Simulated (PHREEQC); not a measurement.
A solution holds 0.28 mol/kgw HCl, 0.13 mol/kgw FeCl3 and 0.0013 mol/kgw MnSO4, at 25 °C. Closed to the air; pH follows from the charge balance.

The numbers come from PHREEQC with the ion-association model, phreeqc.dat.

The pH is 0.68 and the ionic strength comes out as 0.659 mol/kgw. The activity of water comes out as 0.984. The total alkalinity is -540 meq/kg.

```csv
species,molality,activity,log γ
Cl-,0.525,0.332,-0.199
H+,0.279,0.211,-0.122
FeCl+2,0.0765,0.0149,-0.710
FeCl2+,0.0333,0.0221,-0.177
Fe+3,0.0186,0.00149,-1.096
Mn+2,0.000858,0.000198,-0.637
FeCl3,0.000630,0.000733,0.066
FeHSO4+2,0.000445,0.000137,-0.511
HSO4-,0.000409,0.000305,-0.128
MnCl+,0.000403,0.000267,-0.177
FeSO4+,0.000365,0.000243,-0.177
FeOH+2,0.000230,4.48e-5,-0.710
SO4-2,8.09e-5,1.49e-5,-0.736
MnCl2,3.33e-5,3.87e-5,0.066
```

Precipitation was switched off in this run. The solution is supersaturated, for example in Hematite (slow to form), Goethite (slow to form), so a real one may precipitate; this is no full list.
